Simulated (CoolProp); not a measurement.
Vapour-liquid equilibrium of n-pentane (1) + benzene (2) at 423.4 K; x and y are mole fractions of (1).

Model: multi-fluid Helmholtz-energy mixture model, Thol 2019 and Thol 2012; pair parameters Bell 2016, in CoolProp.

```csv
x,bubble pressure (MPa),y at the bubble point,dew pressure at overall composition x (MPa),liquid density (mol/L)
0.05,0.6606,0.143,0.6099,9.167
0.15,0.7942,0.336,0.6650,8.841
0.25,0.9108,0.466,0.7295,8.524
0.35,1.015,0.564,0.8054,8.215
0.45,1.112,0.644,0.8949,7.914
0.55,1.203,0.715,0.9994,7.620
0.65,1.292,0.780,1.119,7.333
0.75,1.379,0.842,1.251,7.051
0.85,1.467,0.904,1.390,6.775
0.95,1.555,0.968,1.530,6.504
```

No azeotrope shows between x = 0.05 and 0.95.

The pair parameters rest on a limited set of measurements; away from them the model extrapolates.
